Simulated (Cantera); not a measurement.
## Hydrocarbon pyrolysis for carbon deposition

A perfectly stirred reactor is fed with 4.35 % C2H6, 95.7 % N2, at 1.00 bar; it is held at 1875 K, and followed from long to short residence time.

Model: GRI-Mech 3.0 (53 species, 325 reactions), integrated in Cantera. GRI-Mech 3.0 stops at C3 and has no aromatics, soot or wall deposition, so with more carbon than oxygen in the feed, carbon stays in small species such as C2H2 where larger ones or solid carbon would form.

| τ (s) | x C2H6 | x C2H4 | x H2 | x C2H2 | x HCN |
|---|---|---|---|---|---|
| 28 | 2.50e-8 | 4.42e-5 | 0.0794 | 0.0393 | 0.00103 |
| 4.8 | 1.30e-7 | 4.47e-5 | 0.0789 | 0.0394 | 0.000420 |
| 0.80 | 7.52e-7 | 4.76e-5 | 0.0777 | 0.0392 | 0.000175 |
| 0.14 | 4.09e-6 | 6.50e-5 | 0.0754 | 0.0384 | 8.17e-5 |
| 0.023 | 2.24e-5 | 0.000156 | 0.0716 | 0.0371 | 4.54e-5 |
| 0.0039 | 0.000111 | 0.000526 | 0.0667 | 0.0352 | 3.10e-5 |
| 0.00066 | 0.000522 | 0.00189 | 0.0594 | 0.0316 | 2.08e-5 |
x: mole fraction; the columns are a selection and need not sum to one.
